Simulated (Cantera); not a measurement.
A closed system holds: 1 mol SiCl4, 1.5 mol H2, held at 14300 Torr.

These are equilibrium values from Cantera (NASA tables, ideal gas, pure condensed phases), not measurements of a reactor. Candidate condensed phases: Si; 19 gas species. The tables' values for SiCl3 are old estimates; treat these amounts as uncertain. Rates play no part.

x: gas mole fraction; nothing condenses.

```
T (°C)   x H2  x SiCl4   x HCl  x SiHCl3   x SiCl3  x SiH2Cl2
------  -----  -------  ------  --------  --------  ---------
702     0.565    0.366  0.0348    0.0340  0.000130          ?
752     0.558    0.358  0.0421    0.0408  0.000298          ?
802     0.550    0.351  0.0501    0.0479  0.000631          ?
852     0.542    0.342  0.0586    0.0550   0.00124          ?
902     0.533    0.334  0.0676    0.0620   0.00229          ?
952     0.524    0.324  0.0772    0.0686   0.00398          ?
1002    0.514    0.314  0.0876    0.0744   0.00655          ?
```

Q: What belongs in the gaps?

A: 
- 702, x SiH2Cl2: 0.000331
- 752, x SiH2Cl2: 0.000515
- 802, x SiH2Cl2: 0.000764
- 852, x SiH2Cl2: 0.00108
- 902, x SiH2Cl2: 0.00148
- 952, x SiH2Cl2: 0.00194
- 1002, x SiH2Cl2: 0.00244
